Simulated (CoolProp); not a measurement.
Saturation properties of oxygen.

The numbers come from the reference Helmholtz-energy equation of state, Schmidt 1985 in CoolProp.

```
T (K)  p (bar)  enthalpy of vaporisation (kJ/kg)  liquid cp (kJ/(kg K))  surface tension (mN/m)  liquid viscosity (µPa s)  liquid conductivity (mW/(m K))
-----  -------  --------------------------------  ---------------------  ----------------------  ------------------------  ------------------------------
70     0.06262                             230.5                  1.678                    18.4                       372                             180
75.1    0.1478                             226.4                  1.679                    17.0                       308                             172
80.1    0.3053                             222.2                  1.682                    15.7                       260                             165
85.2    0.5819                             217.7                  1.688                    14.4                       223                             158
90.2     1.015                             213.0                  1.699                    13.1                       195                             151
95.3     1.677                             207.8                  1.716                    11.9                       171                             143
100.3    2.605                             202.3                  1.739                    10.7                       151                             136
105.3    3.872                             196.1                  1.770                    9.47                       135                             129
110.4    5.585                             189.1                  1.810                    8.29                       120                             121
115.4    7.748                             181.5                  1.863                    7.15                       108                             114
120.5    10.52                             172.8                  1.935                    6.03                      96.3                             106
125.5    13.87                             163.1                  2.032                    4.96                      86.1                            99.2
130.6    18.02                             151.7                  2.173                    3.92                      76.5                            91.8
135.6    22.88                             138.7                  2.385                    2.94                      67.7                            84.5
140.7    28.74                             122.8                  2.757                    2.01                      59.1                            77.2
```

It boils at 90.2 K under 1 atm.

Viscosity comes from a separate model (Lemmon 2004). Thermal conductivity comes from a separate model (Lemmon 2004). Surface tension comes from a separate correlation (Mulero 2012).
